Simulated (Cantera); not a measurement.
Cantera run:

```python
import numpy as np
import cantera as ct

gas_names = """
    NO2 N2
""".split()
cond_names = """
    NbO2(I) NbO2(II) NbO2(III) NbO2(L) Nb2O5(s) Nb2O5(L)
""".split()


# ... load() reads the species with a 1 bar reference pressure and builds the phases ...
species = {s.name: s for s in load("nasa_gas.yaml", gas_names) + load("nasa_condensed.yaml", cond_names)}
# Each term lists the table entries of one substance; the one whose range holds T is used.
reactions = {
    '2 NO2(g) + 8 NbO2 = N2(g) + 4 Nb2O5':
        [(-2, ['NO2']), (-8, ['NbO2(I)', 'NbO2(II)', 'NbO2(III)', 'NbO2(L)']), (1, ['N2']), (4, ['Nb2O5(s)', 'Nb2O5(L)'])],
}


def pick(names, T):
    return next(species[n] for n in names if species[n].thermo.min_temp <= T <= species[n].thermo.max_temp)


results = []
for label, terms in reactions.items():
    print(label)
    print("     T/K   dH/kJ  dS/(J/K)   dG/kJ   log10 K")
    for T in [1075, 1150, 1225, 1300, 1375, 1450, 1525, 1600, 1675]:
        used = [(nu, pick(names, T)) for nu, names in terms]
        dH = sum(nu * s.thermo.h(T) for nu, s in used) / 1e6
        dS = sum(nu * s.thermo.s(T) for nu, s in used) / 1e3
        dG = dH - T * dS / 1e3
        logK = -dG * 1e6 / (ct.gas_constant * T * np.log(10))
        results.append((label, T, dH, dS, dG, logK, [s.name for _, s in used]))
        print(f"{T:8g} {dH:8.1f} {dS:8.1f} {dG:8.1f} {logK:8.2f}")
```

It prints:

```
2 NO2(g) + 8 NbO2 = N2(g) + 4 Nb2O5
     T/K   dH/kJ  dS/(J/K)   dG/kJ   log10 K
    1075  -1319.2   -182.1  -1123.4    54.59
    1150  -1354.4   -214.2  -1108.0    50.33
    1225  -1360.2   -219.2  -1091.7    46.55
    1300  -1361.8   -220.5  -1075.2    43.20
    1375  -1363.3   -221.5  -1058.7    40.22
    1450  -1364.5   -222.4  -1042.0    37.54
    1525  -1365.7   -223.2  -1025.3    35.12
    1600  -1366.8   -223.9  -1008.5    32.92
    1675  -1367.8   -224.5   -991.7    30.93
```

Cantera with NASA thermochemical tables; ideal gases at 1 bar, condensed phases pure. Condensed species are held in their standard states even where they would react or evaporate.
